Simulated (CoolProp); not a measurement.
A single-stage vapour-compression cycle with C2F6 (R116): evaporating at 220.15 K (dew point), condensing at 257.15 K (bubble point), superheat 2 K, subcooling 2 K, compressor efficiency 0.65, no pressure losses. Each further row changes one setting.

Model: reference Helmholtz-energy equation of state, Lemmon 2006, in CoolProp. It is a short technical equation, of lower accuracy than the large ones.

| case | cooling COP | pressure ratio | discharge temperature (K) | refrigerating effect (kJ/kg) | volumetric capacity (kJ/m³) |
|---|---|---|---|---|---|
| as stated | 2.88 | 3.60 | 267.6 | 68.3 | 1860 |
| evaporating temperature 225.15 K | 3.54 | 2.95 | 266.2 | 70.7 | 2340 |
| condensing temperature 252.15 K | 3.53 | 3.09 | 262.0 | 74.1 | 2020 |
| subcooling 7 K | 3.13 | 3.60 | 267.6 | 74.1 | 2020 |
| superheat 12 K | 2.96 | 3.60 | 277.7 | 75.3 | 1930 |
| compressor efficiency 0.55 | 2.44 | 3.60 | 272.6 | 68.3 | 1860 |
